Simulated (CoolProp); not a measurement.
A closed Brayton cycle with carbon dioxide: compressor inlet 321.15 K and 8.6 MPa, high pressure 20.9 MPa, turbine inlet 995 K, compressor efficiency 0.8, turbine efficiency 0.85, recuperator effectiveness 0.8 (on enthalpy, no pinch check). Each further row changes one setting.

The numbers come from the reference Helmholtz-energy equation of state, Span 1996 in CoolProp.

| case | thermal efficiency (%) | net work (kJ/kg) | compressor to turbine work | compressor exit (K) | turbine exit (K) |
|---|---|---|---|---|---|
| as stated | ___ | 93.3 | 0.31 | 390.7 | 881.3 |
| turbine inlet 945 K | 27.6 | ___ | 0.33 | 390.7 | 835.1 |
| compressor inlet 331.15 K | 27.4 | ___ | ___ | 409.0 | 881.3 |
| high pressure 17.8 MPa | ___ | 78.9 | ___ | 377.8 | ___ |
| recuperator effectiveness 0.5 | ___ | 93.3 | 0.31 | 390.7 | 881.3 |

Task: What belongs in the gaps?

Result: 
- as stated, thermal efficiency (%): 28.2
- turbine inlet 945 K, net work (kJ/kg): 86.0
- compressor inlet 331.15 K, net work (kJ/kg): 85.9
- compressor inlet 331.15 K, compressor to turbine work: 0.37
- high pressure 17.8 MPa, thermal efficiency (%): 25.7
- high pressure 17.8 MPa, compressor to turbine work: 0.30
- high pressure 17.8 MPa, turbine exit (K): 901.3
- recuperator effectiveness 0.5, thermal efficiency (%): 18.5
